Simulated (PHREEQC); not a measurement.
## Acid mine or pickling water (model solution)

A made-up water analysis in mg/L, 21 °C, pH 2.45, pe 10.2: Na 252; K 162; Ca 201; Mg 15.5; Cl 163; S(6) as SO4 1330; Zn 0.169; Si as SiO2 0.294.

Cl is adjusted to close the charge balance.
Valence states are taken as typed.

The numbers come from PHREEQC with the ion-association model, phreeqc.dat.

Each row changes one thing in this solution. No solid was allowed to form.

| case | ionic strength (mol/kgw) | SO4-2 (mol/kgw) | Ca+2 (mol/kgw) | HSO4- (mol/kgw) | CaSO4 (mol/kgw) | Mg+2 (mol/kgw) | SI of Gypsum (CaSO4:2H2O) | SI of Quartz (SiO2) |
|---|---|---|---|---|---|---|---|---|
| as made | 0.0406 | 0.00992 | 0.00352 | 0.00185 | 0.00147 | 0.000420 | -0.49 | -1.26 |
| S(6) from 1330 to 665 mg/L | 0.0378 | 0.00481 | 0.00413 | 0.000910 | 0.000868 | 0.000506 | -0.71 | -1.27 |
| Si from 0.294 to 0.147 mg/L | 0.0406 | 0.00992 | 0.00352 | 0.00185 | 0.00147 | 0.000420 | -0.49 | -1.57 |
